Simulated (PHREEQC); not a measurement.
**Copper plating or etch bath: speciation**

Dissolve 0.22 mol Cu(NO3)2 and 0.0024 mol H2SO4 per kg of water at 90 °C. Closed to the air; pH follows from the charge balance.

All values are PHREEQC results (ion-association model, wateq4f.dat), not measurements.

| Quantity | Result |
|---|---|
| pH | 2.49 |
| ionic strength | 0.661 mol/kgw |
| activity of water | 0.989 |
| total alkalinity | -4.80 meq/kg |

| species | molality | activity | log γ |
|---|---|---|---|
| NO3- | 0.440 | 0.242 | -0.260 |
| Cu+2 | 0.219 | 0.0421 | -0.716 |
| H+ | 0.00447 | 0.00327 | -0.136 |
| CuSO4 | 0.00127 | 0.00148 | 0.066 |
| SO4-2 | 0.000795 | 0.000119 | -0.825 |
| HSO4- | 0.000337 | 0.000207 | -0.212 |

Precipitation was switched off in this run. Away from 25 °C the constants follow the database's enthalpies or fits; those with neither stay at their 25 °C values.
